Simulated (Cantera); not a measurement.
Source: NASA polynomial tables (part measured, part estimated), evaluated in Cantera. Values are per mole of reaction as written; species without (g) are pure solids or liquids, kept so even where they would boil at 1 bar.

BF3(g) + 2 NO(g) → BN + 2 O(g) + NF3(g)

| T (K) | ΔH° (kJ) | ΔS° (J/K) | ΔG° (kJ) | log10 K |
|---|---|---|---|---|
| 873 | [?] | [?] | [?] | [?] |
| 1023 | [?] | [?] | [?] | [?] |
| 1173 | 1086.1 | -53.3 | 1148.6 | -51.15 |
| 1323 | 1089.5 | -50.5 | 1156.4 | -45.66 |
| 1473 | [?] | [?] | [?] | [?] |
| 1623 | [?] | [?] | [?] | [?] |
| 1773 | 1099.9 | -43.8 | 1177.5 | -34.69 |

Task: Fill in the missing entries.

Result: 
- 873, ΔH° (kJ): 1079.3
- 873, ΔS° (J/K): -60.0
- 873, ΔG° (kJ): 1131.7
- 873, log10 K: -67.71
- 1023, ΔH° (kJ): 1082.7
- 1023, ΔS° (J/K): -56.4
- 1023, ΔG° (kJ): 1140.4
- 1023, log10 K: -58.23
- 1473, ΔH° (kJ): 1093.0
- 1473, ΔS° (J/K): -48.0
- 1473, ΔG° (kJ): 1163.8
- 1473, log10 K: -41.27
- 1623, ΔH° (kJ): 1096.5
- 1623, ΔS° (J/K): -45.8
- 1623, ΔG° (kJ): 1170.8
- 1623, log10 K: -37.68
